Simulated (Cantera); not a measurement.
Feed: 1 mol MgF2, 4.4 mol O2, 5.7 mol H2, equilibrated at 1248 K.

Method: chemical equilibrium by Gibbs-energy minimisation in Cantera with the NASA 1993 tables (ideal gas, pure condensed phases). Candidate condensed phases: H2O, Mg, MgF2, MgO, Mg(OH)2; 31 gas species. Rates play no part.

**Question.** At 0.00270 bar, list the 4 most abundant gas species with their mole fractions, and the condensed phases.

**Answer.** H2O 0.570, HF 0.242, O2 0.188, OH 5.71e-5. Condensed: MgO(s).
